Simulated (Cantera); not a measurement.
Feed: 1 mol SiO₂, 25 mol H₂, 0.086 mol H₂O, at 2173.15 K and 0.100 bar.

Cantera equilibrium calculation (NASA polynomials, part measured and part estimated; ideal gas, pure solids and liquids). Kinetics and transport are ignored.

| species | before | after |
|---|---|---|
| H₂ | 0.906 | 0.944 |
| H₂O | 0.0412 | 0.0274 |
| SiO | 0.0380 | 0.0241 |
| H | 0.0145 | 0.00493 |
| OH | 8.86e-5 | 1.42e-5 |
| SiO₂(l), mol | 0 | 0.380 |
Gas species are given as mole fractions.

Question: Which change was made?
A) pressure from 0.100 bar to 89.0 Pa
B) temperature from 2173.15 K to 875 K
C) temperature from 2173.15 K to 673 K
D) temperature from 2173.15 K to 1998 K

Answer: D, temperature from 2173.15 K to 1998 K. The tables hold silica as quartz up to 1696 K and as liquid above; real silica turns to tridymite and cristobalite and melts near 1996 K
